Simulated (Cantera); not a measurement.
A closed system holds: 1 mol Al, 4.8 mol HCl, equilibrated at 723.15 K and 14.0 mbar.

Equilibrium computed with Cantera from the NASA thermochemical tables; the gas is ideal and each condensed phase is pure. Candidate condensed phases: Al, AlCl₃; 12 gas species. Kinetics and transport are ignored.

Base state: HCl 0.424, H₂ 0.354, AlCl₃ 0.208, Al₂Cl₆ 0.0136 (mole fractions); condensed: gas only.

Question: What changes in the equilibrium state with this change: pressure from 14.0 mbar to 1.30 mbar?

Answer: 
| species | before | after |
|---|---|---|
| HCl | 0.424 | 0.419 |
| H₂ | 0.354 | 0.349 |
| AlCl₃ | 0.208 | 0.230 |
| Al₂Cl₆ | 0.0136 | 0.00154 |
